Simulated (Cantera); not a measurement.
Hydrocarbon pyrolysis for carbon deposition

A perfectly stirred reactor is fed with 43.5 % CH4, 56.5 % H2, at 0.395 atm; it is held at 1898 K, and followed from long to short residence time.

Cantera simulation using GRI-Mech 3.0 (53 species, 325 reactions); the numbers are that mechanism's predictions, not measurements. GRI-Mech 3.0 stops at C3 and has no aromatics, soot or wall deposition, so with more carbon than oxygen in the feed, carbon stays in small species such as C2H2 where larger ones or solid carbon would form.

| τ (s) | x CH4 | x H2 | x CH3 | x H | x CH2 | x C2H |
|---|---|---|---|---|---|---|
| 21 | 0.00410 | 0.845 | 0.000111 | 0.00114 | 1.80e-7 | 2.62e-6 |
| 3.4 | 0.00642 | 0.843 | 0.000173 | 0.00114 | 2.74e-7 | 2.59e-6 |
| 0.54 | 0.0141 | 0.838 | 0.000373 | 0.00111 | 5.57e-7 | 2.51e-6 |
| 0.086 | 0.0349 | 0.824 | 0.000888 | 0.00105 | 1.17e-6 | 2.29e-6 |
| 0.014 | 0.0863 | 0.790 | 0.00204 | 0.000946 | 2.20e-6 | 1.85e-6 |
| 0.0022 | 0.196 | 0.717 | 0.00421 | 0.000789 | 3.63e-6 | 1.11e-6 |
| 0.00035 | 0.343 | 0.619 | 0.00635 | 0.000601 | 4.56e-6 | 2.80e-7 |
x: mole fraction; the columns are a selection and need not sum to one.
